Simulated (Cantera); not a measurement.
Charge: 1 mol MgCl₂, 0.31 mol H₂O, 0.24 mol H₂, at 1175 K and 180 Pa.

Method: chemical equilibrium by Gibbs-energy minimisation in Cantera with the NASA 1993 tables (ideal gas, pure condensed phases). Candidate condensed phases: H₂O, Mg, MgCl₂, MgO, Mg(OH)₂; 22 gas species. Rates play no part.

Base state: MgCl₂ 0.445, HCl 0.400, H₂ 0.155, H₂O 8.83e-5 (mole fractions); condensed: MgO(s).

**Question.** What changes in the equilibrium state with this change: temperature from 1175 K to 1023.15 K?

**Answer.** 
| species | before | after |
|---|---|---|
| HCl | 0.400 | 0.592 |
| H₂ | 0.155 | 0.229 |
| MgCl₂ | 0.445 | 0.178 |
| H₂O | 8.83e-5 | 5.44e-5 |
| MgO(s), mol | 0.310 | 0.310 |
| MgCl₂(l), mol | 0 | 0.504 |
Mutual solubility and eutectic melting of coexisting phases are not modelled.
